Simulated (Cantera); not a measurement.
Feed: 1 mol ZrO2, 0.93 mol H2, 1.1 mol H2O, held at 133 Pa.

Equilibrium computed with Cantera from the NASA thermochemical tables; the gas is ideal and each condensed phase is pure. Candidate condensed phases: H2O, Zr, ZrO2; 12 gas species. Kinetics and transport are ignored.

x: gas mole fraction; n: condensed amount in mol.

| T (K) | x H2O | x H2 | x H | x OH | n ZrO2(monoclinic) | n ZrO2(tetragonal) |
|---|---|---|---|---|---|---|
| 1250 | 0.542 | 0.458 | 8.96e-6 | 1.09e-7 | 1.00 | 0 |
| 1275 | 0.542 | 0.458 | 1.37e-5 | 1.88e-7 | 1.00 | 0 |
| 1300 | 0.542 | 0.458 | [?] | [?] | 1.00 | 0 |
| 1325 | 0.542 | 0.458 | 3.03e-5 | 5.23e-7 | 1.00 | 0 |
| 1350 | 0.542 | 0.458 | 4.42e-5 | 8.48e-7 | 1.00 | 0 |
| 1375 | 0.542 | 0.458 | [?] | [?] | 1.00 | 0 |
| 1400 | 0.542 | 0.458 | 9.02e-5 | 2.12e-6 | 1.00 | 0 |
| 1425 | 0.542 | 0.458 | 0.000126 | 3.27e-6 | 1.00 | 0 |
| 1450 | 0.542 | 0.458 | 0.000175 | 4.97e-6 | 1.00 | 0 |
| 1475 | 0.542 | 0.458 | 0.000240 | 7.45e-6 | 1.00 | 0 |
| 1500 | 0.542 | 0.458 | 0.000326 | 1.10e-5 | 0 | 1.00 |
| 1525 | 0.542 | 0.458 | 0.000438 | 1.61e-5 | 0 | 1.00 |

Problem. What belongs in the gaps?

Solution. 
- 1375, x H: 6.35e-5
- 1375, x OH: 1.35e-6
- 1300, x H: 2.05e-5
- 1300, x OH: 3.17e-7
